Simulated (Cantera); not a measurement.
A perfectly stirred reactor is fed with CH₄ : H₂O : H₂ = 1 : 0.67 : 0.78 (molar parts), at 0.217 atm; it is held at 1200 K, and followed from long to short residence time.

Cantera simulation using GRI-Mech 3.0 (53 species, 325 reactions); the numbers are that mechanism's predictions, not measurements. GRI-Mech 3.0 stops at C3 and has no aromatics, soot or wall deposition, so with more carbon than oxygen in the feed, carbon stays in small species such as C2H2 where larger ones or solid carbon would form.

Task: What does this change do: temperature 1200 to 1425 K?

Result: 
```csv
quantity,before,after
x(CH₄) at τ = 12.0 s,0.407,0.204
x(H₂O) at τ = 12.0 s,0.273,0.225
x(H₂) at τ = 12.0 s,0.319,0.495
x(HCO) at τ = 12.0 s,<1e-12,3.54e-11
x(CH₃) at τ = 12.0 s,2.42e-6,5.61e-5
x(CH₄) at τ = 0.190 s,0.408,0.399
x(H₂O) at τ = 0.190 s,0.273,0.272
x(H₂) at τ = 0.190 s,0.318,0.326
x(HCO) at τ = 0.190 s,<1e-12,2.23e-11
x(CH₃) at τ = 0.190 s,1.73e-6,9.76e-5
```

Task: What does this change do: temperature 1200 to 1723 K?

Result: 
```csv
quantity,before,after
x(CH₄) at τ = 12.0 s,0.407,0.0130
x(H₂O) at τ = 12.0 s,0.273,0.0333
x(H₂) at τ = 12.0 s,0.319,0.765
x(HCO) at τ = 12.0 s,<1e-12,7.57e-9
x(CH₃) at τ = 12.0 s,2.42e-6,0.000115
x(CH₄) at τ = 0.190 s,0.408,0.0823
x(H₂O) at τ = 0.190 s,0.273,0.181
x(H₂) at τ = 0.190 s,0.318,0.612
x(HCO) at τ = 0.190 s,<1e-12,5.84e-9
x(CH₃) at τ = 0.190 s,1.73e-6,0.000701
```
